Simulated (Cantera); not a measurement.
A closed system holds: 1 mol PH₃, 0.029 mol O₂, 20 mol H₂, at 96.0 mbar.

These are equilibrium values from Cantera (NASA tables, ideal gas, pure condensed phases), not measurements of a reactor. Candidate condensed phases: H₂O, P, P₄O₁₀; 17 gas species. Kinetics and transport are ignored. All values below are at 827 °C.

Base state: H₂ 0.981, P₂ 0.00964, P₄ 0.00661, H₂O 0.00265, PH₃ 5.23e-5 (mole fractions); condensed: gas only.

### Question
What changes in the equilibrium state with this change: pressure from 96.0 mbar to 0.910 bar?

### Answer
```
species   before     after
-------  -------  --------
H₂         0.981     0.984
P₄       0.00661   0.00952
P₂       0.00964   0.00376
PH₃      5.23e-5  0.000311
H₂O      0.00265   0.00266
```

### Question
What changes in the equilibrium state with this change: H₂ from 20 to 1.5 mol?

### Answer
```
species   before    after
-------  -------  -------
H₂         0.981    0.892
P₄       0.00661   0.0611
P₂       0.00964   0.0293
H₂O      0.00265   0.0176
PH₃      5.23e-5  7.91e-5
```

### Question
What changes in the equilibrium state with this change: PH₃ replaced by HBr?

### Answer
| species | before | after |
|---|---|---|
| H₂ | 0.981 | 0.950 |
| HBr | 0 | 0.0476 |
| H₂O | 0.00265 | 0.00276 |
| P₂ | 0.00964 | 0 |
| P₄ | 0.00661 | 0 |
| PH₃ | 5.23e-5 | 0 |
Further candidate phases: Br₂.
